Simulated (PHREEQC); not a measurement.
1 kg of water holding 0.36 mol KCl meets 20 L of dry gas (CO2 0.36, CH4 0.64 by moles) at fixed total pressure, at 100 °C; fugacities by Peng-Robinson. The gases take part in no redox reaction, some water evaporates into the gas, and hydrates or a liquid gas phase aren't modelled. No solid was allowed to form.

Computed with PHREEQC (ion-association model, phreeqc.dat).

```json
[
 {"P (atm)": "2", "dissolved CO2 (all carbonate carbon) (mol/kgw)": "0.00352", "φ of CO2": "0.995", "p of CO2 (atm)": "0.362"},
 {"P (atm)": "5", "dissolved CO2 (all carbonate carbon) (mol/kgw)": "0.0137", "φ of CO2": "0.986", "p of CO2 (atm)": "1.43"},
 {"P (atm)": "10", "dissolved CO2 (all carbonate carbon) (mol/kgw)": "0.0301", "φ of CO2": "0.973", "p of CO2 (atm)": "3.21"},
 {"P (atm)": "20", "dissolved CO2 (all carbonate carbon) (mol/kgw)": "0.0614", "φ of CO2": "0.948", "p of CO2 (atm)": "6.77"},
 {"P (atm)": "30", "dissolved CO2 (all carbonate carbon) (mol/kgw)": "(withheld)", "φ of CO2": "0.924", "p of CO2 (atm)": "10.3"},
 {"P (atm)": "40", "dissolved CO2 (all carbonate carbon) (mol/kgw)": "0.118", "φ of CO2": "0.901", "p of CO2 (atm)": "13.9"},
 {"P (atm)": "75", "dissolved CO2 (all carbonate carbon) (mol/kgw)": "(withheld)", "φ of CO2": "0.826", "p of CO2 (atm)": "26.4"},
 {"P (atm)": "100", "dissolved CO2 (all carbonate carbon) (mol/kgw)": "0.245", "φ of CO2": "0.779", "p of CO2 (atm)": "35.3"},
 {"P (atm)": "150", "dissolved CO2 (all carbonate carbon) (mol/kgw)": "0.315", "φ of CO2": "0.698", "p of CO2 (atm)": "53.2"},
 {"P (atm)": "200", "dissolved CO2 (all carbonate carbon) (mol/kgw)": "0.363", "φ of CO2": "0.636", "p of CO2 (atm)": "71.0"},
 {"P (atm)": "300", "dissolved CO2 (all carbonate carbon) (mol/kgw)": "0.425", "φ of CO2": "(withheld)", "p of CO2 (atm)": "107"},
 {"P (atm)": "400", "dissolved CO2 (all carbonate carbon) (mol/kgw)": "0.467", "φ of CO2": "0.512", "p of CO2 (atm)": "142"}
]
```

Q: Fill in the missing entries.

A: 
- 30, dissolved CO2 (all carbonate carbon) (mol/kgw): 0.0906
- 75, dissolved CO2 (all carbonate carbon) (mol/kgw): 0.199
- 300, φ of CO2: 0.555

At this temperature some constants are extrapolated from 25 °C, and those without enthalpy data are left unchanged.
